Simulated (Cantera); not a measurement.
A perfectly stirred reactor is fed with H₂ : O₂ = 0.26 : 1 (molar parts), equivalence ratio 0.13, at 1.88 Torr; it is held at 1273 K, and followed from long to short residence time.

Computed with Cantera and the H2/O2 subset of GRI-Mech 3.0, which has no nitrogen chemistry. Radical loss at walls, strong at low pressure, is not modelled. The temperature is held fixed by assumption; the heat of reaction is taken as removed at once.

Q: What does this change do: pressure from 1.88 Torr to 0.825 Torr?

A: 
```csv
quantity,before,after
x(H₂) at τ = 14.0 s,0.000917,0.00248
x(O₂) at τ = 14.0 s,0.763,0.750
x(HO₂) at τ = 14.0 s,9.58e-7,5.90e-7
x(H₂O) at τ = 14.0 s,0.225,0.217
x(H) at τ = 14.0 s,0.00133,0.00636
x(H₂) at τ = 0.300 s,0.00734,0.00999
x(O₂) at τ = 0.300 s,0.709,0.680
x(HO₂) at τ = 0.300 s,1.48e-6,6.09e-7
x(H₂O) at τ = 0.300 s,0.187,0.164
x(H) at τ = 0.300 s,0.0341,0.0587
```

Q: What does this change do: temperature 1273 to 925 K?

A: 
```
quantity                 before     after
---------------------  --------  --------
x(H₂) at τ = 14.0 s    0.000917  0.000960
x(O₂) at τ = 14.0 s       0.763     0.768
x(HO₂) at τ = 14.0 s    9.58e-7   2.76e-6
x(H₂O) at τ = 14.0 s      0.225     0.228
x(H) at τ = 14.0 s      0.00133  0.000561
x(H₂) at τ = 0.300 s    0.00734   0.00911
x(O₂) at τ = 0.300 s      0.709     0.751
x(HO₂) at τ = 0.300 s   1.48e-6   3.90e-6
x(H₂O) at τ = 0.300 s     0.187     0.203
x(H) at τ = 0.300 s      0.0341    0.0212
```
Below about 950 K walls govern HO2 and H2O2 in real vessels.
